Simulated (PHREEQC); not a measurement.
## Phosphoric acid bath (model solution)

Make-up at 90 °C: 0.21 mol NaH2PO4, 3.9e-05 mol K2HPO4 and 4.7e-06 mol H4SiO4 per kg of water. Closed to the air; pH follows from the charge balance.

The numbers come from PHREEQC with the ion-association model, wateq4f.dat.

Each row changes one thing in this solution. This is a speciation only: nothing precipitates in the calculation.

```json
[
 {"case": "as made", "pH": "4.44", "ionic strength (mol/kgw)": "0.211", "H3PO4 (mol/kgw)": "0.00142", "HPO4-2 (mol/kgw)": "0.00137", "NaHPO4- (mol/kgw)": "0.000139", "KHPO4- (mol/kgw)": "4.90e-8"},
 {"case": "K2HPO4 replaced by K2SO4 at the same molality", "pH": "4.43", "ionic strength (mol/kgw)": "0.211", "H3PO4 (mol/kgw)": "0.00144", "HPO4-2 (mol/kgw)": "0.00135", "NaHPO4- (mol/kgw)": "0.000137", "KHPO4- (mol/kgw)": "(withheld)"},
 {"case": "K2HPO4 from 3.9e-05 to 0.00039 mol/kgw", "pH": "4.49", "ionic strength (mol/kgw)": "0.212", "H3PO4 (mol/kgw)": "0.00127", "HPO4-2 (mol/kgw)": "0.00154", "NaHPO4- (mol/kgw)": "0.000156", "KHPO4- (mol/kgw)": "5.51e-7"},
 {"case": "K2HPO4 replaced by KF at the same molality", "pH": "4.43", "ionic strength (mol/kgw)": "0.211", "H3PO4 (mol/kgw)": "0.00144", "HPO4-2 (mol/kgw)": "0.00136", "NaHPO4- (mol/kgw)": "0.000137", "KHPO4- (mol/kgw)": "(withheld)"},
 {"case": "0.015 mol/kgw Na2CO3 added", "pH": "5.70", "ionic strength (mol/kgw)": "0.261", "H3PO4 (mol/kgw)": "(withheld)", "HPO4-2 (mol/kgw)": "0.0238", "NaHPO4- (mol/kgw)": "0.00251", "KHPO4- (mol/kgw)": "(withheld)"},
 {"case": "H4SiO4 left out", "pH": "4.44", "ionic strength (mol/kgw)": "0.211", "H3PO4 (mol/kgw)": "0.00142", "HPO4-2 (mol/kgw)": "0.00137", "NaHPO4- (mol/kgw)": "0.000139", "KHPO4- (mol/kgw)": "4.90e-8"}
]
```

**Question.** What belongs in the gaps?

**Answer.** 
- K2HPO4 replaced by K2SO4 at the same molality, KHPO4- (mol/kgw): 4.84e-8
- K2HPO4 replaced by KF at the same molality, KHPO4- (mol/kgw): 2.42e-8
- 0.015 mol/kgw Na2CO3 added, H3PO4 (mol/kgw): 6.67e-5
- 0.015 mol/kgw Na2CO3 added, KHPO4- (mol/kgw): 7.70e-7

Complexes and solids missing from the database can't appear. H3PO4, which wateq4f.dat lacks, is added to it with the constant of phreeqc.dat. At this temperature some constants are extrapolated from 25 °C, and those without enthalpy data are left unchanged.
